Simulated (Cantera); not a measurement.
## Reactions in the system Cl-N-O-Sr

Cantera with NASA thermochemical tables; ideal gases at 1 bar, condensed phases pure. Values are per mole of reaction as written; species without (g) are pure solids or liquids, kept so even where they would boil at 1 bar.

6 Cl(g) + 3 SrO + N2O(g) → 3 SrCl2 + 2 NO2(g)

| T (K) | ΔH° (kJ) | ΔS° (J/K) | ΔG° (kJ) | log10 K | condensed phases |
|---|---|---|---|---|---|
| 300 | -1451.5 | -553.0 | -1285.6 | 223.84 | SrO(s), SrCl2(s) |
| 1348 | -1345.8 | -456.9 | -729.8 | 28.28 | SrO(s), SrCl2(l) |
| 1423 | -1341.3 | -453.8 | -695.7 | 25.54 | SrO(s), SrCl2(l) |
| 1498 | -1337.0 | -450.8 | -661.7 | 23.07 | SrO(s), SrCl2(l) |
| 1573 | -1332.7 | -448.0 | -628.0 | 20.85 | SrO(s), SrCl2(l) |
| 1648 | -1328.5 | -445.3 | -594.5 | 18.84 | SrO(s), SrCl2(l) |
| 1723 | -1324.3 | -442.9 | -561.2 | 17.01 | SrO(s), SrCl2(l) |
| 1798 | -1320.2 | -440.5 | -528.1 | 15.34 | SrO(s), SrCl2(l) |
| 1873 | -1316.2 | -438.4 | -495.1 | 13.81 | SrO(s), SrCl2(l) |
